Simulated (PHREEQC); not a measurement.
Synthetic water in mmol/kgw, 25 °C, pH 3.2:

```tsv
constituent	mmol/kgw
Na	101
K	1.66
Ca	0.744
Mg	2.82
Cl	36
S(6)	37.1
```

Valence states are taken as typed.

The numbers come from PHREEQC with the Pitzer model, pitzer.dat.

The ionic strength comes out as 0.150 mol/kgw. What activity coefficients do Na+, Cl-, K+, Mg+2, H+ get?

Na+ 0.74, Cl- 0.74, K+ 0.72, Mg+2 0.24, H+ 0.72. Single-ion values are on the MacInnes scale.

No solid was allowed to form.
